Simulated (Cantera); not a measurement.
Feed: 1 mol NaCl, 0.52 mol H₂, at 10.0 Torr.

Cantera equilibrium calculation (NASA polynomials, part measured and part estimated; ideal gas, pure solids and liquids). Candidate condensed phases: Na, NaCl; 10 gas species. Equilibrium is a limit: real reactors are often held back by kinetics, nucleation or transport.

Task: Which condensed phases are stable at each of these points (T (K)): 898, 998, 1098, 1198, 1298, 1398, 1498, 1598, 1698, 1798, 1898, 1998, 2098, 2198?

Result: 
| T (K) | condensed phases | Na condensed (%) |
|---|---|---|
| 898 | NaCl(s) | 100.0 |
| 998 | NaCl(s) | 99.6 |
| 1098 | NaCl(l) | 95.5 |
| 1198 | NaCl(l) | 68.7 |
| 1298 | gas only | 0.0 |
| 1398 | gas only | 0.0 |
| 1498 | gas only | 0.0 |
| 1598 | gas only | 0.0 |
| 1698 | gas only | 0.0 |
| 1798 | gas only | 0.0 |
| 1898 | gas only | 0.0 |
| 1998 | gas only | 0.0 |
| 2098 | gas only | 0.0 |
| 2198 | gas only | 0.0 |

From 898 K to 998 K the condensed part is NaCl(s). From 1098 K to 1198 K the condensed part is NaCl(l). From 1298 K to 2198 K nothing is condensed.
